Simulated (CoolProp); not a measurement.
Isobutane at 298.15 K and 0.211 MPa is compressed adiabatically to 0.397 MPa with isentropic efficiency 0.8. Each further row changes one setting.

Computed with CoolProp (reference Helmholtz-energy equation of state, Bücker 2006).

| case | work (kJ/kg) | final temperature (K) | final density (kg/m³) |
|---|---|---|---|
| as stated | 32.2 | 319.9 | 9.51 |
| efficiency 1 | 25.8 | 316.5 | 9.65 |
| efficiency 0.65 | 39.6 | 323.9 | 9.35 |
